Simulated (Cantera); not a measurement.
Input: 1 mol Fe(CO)₅, 0.48 mol O₂, 6.8 mol N₂, held at 13.3 mbar.

These are equilibrium values from Cantera (NASA tables, ideal gas, pure condensed phases), not measurements of a reactor. Candidate condensed phases: C, Fe, Fe(CO)₅, FeO, Fe₂O₃, Fe₃O₄; 27 gas species. Mutual solubility and eutectic melting of coexisting phases are not modelled. The tables' stoichiometric FeO is somewhat more stable than real wüstite, so its field is too wide. FeO: taken at fixed stoichiometry. The numbers say what is thermodynamically allowed, not how fast it happens.

Which condensed phases are stable at each of these points (T (K)): 1148, 1223, 1298, 1373, 1448, 1523, 1598, 1673?


| T (K) | condensed phases | Fe condensed (%) |
|---|---|---|
| 1148 | Fe(α) + FeO(s) | 100.0 |
| 1223 | Fe(γ) + FeO(s) | 100.0 |
| 1298 | Fe(γ) + FeO(s) | 100.0 |
| 1373 | Fe(γ) + FeO(s) | 100.0 |
| 1448 | Fe(γ) + FeO(s) | 100.0 |
| 1523 | Fe(γ) + FeO(s) | 100.0 |
| 1598 | Fe(γ) + FeO(s) | 99.9 |
| 1673 | Fe(δ) + FeO(l) | 99.6 |

At 1148 K the condensed part is Fe(α) + FeO(s). From 1223 K to 1598 K the condensed part is Fe(γ) + FeO(s). At 1673 K the condensed part is Fe(δ) + FeO(l).
